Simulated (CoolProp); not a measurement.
A closed Brayton cycle with carbon dioxide: compressor inlet 329.15 K and 7.7 MPa, high pressure 22.2 MPa, turbine inlet 865 K, compressor efficiency 0.8, turbine efficiency 0.9, recuperator effectiveness 0 (on enthalpy, no pinch check). Each further row changes one setting.

Values from CoolProp's reference Helmholtz-energy equation of state, Span 1996.

| case | thermal efficiency (%) | net work (kJ/kg) | compressor to turbine work | compressor exit (K) | turbine exit (K) |
|---|---|---|---|---|---|
| as stated | [?] | 81.1 | 0.44 | 426.1 | 735.6 |
| turbine inlet 815 K | 14.2 | 71.7 | [?] | 426.1 | 690.2 |
| compressor inlet 339.15 K | 13.8 | [?] | [?] | [?] | 735.6 |
| high pressure 18.9 MPa | [?] | 72.0 | 0.42 | [?] | 754.6 |
| recuperator effectiveness 0.5 | [?] | 81.1 | 0.44 | 426.1 | 735.6 |

Fill in the missing entries.


- as stated, thermal efficiency (%): 14.3
- turbine inlet 815 K, compressor to turbine work: 0.47
- compressor inlet 339.15 K, net work (kJ/kg): 74.9
- compressor inlet 339.15 K, compressor to turbine work: 0.48
- compressor inlet 339.15 K, compressor exit (K): 441.1
- high pressure 18.9 MPa, thermal efficiency (%): 12.4
- high pressure 18.9 MPa, compressor exit (K): 410.7
- recuperator effectiveness 0.5, thermal efficiency (%): 20.8
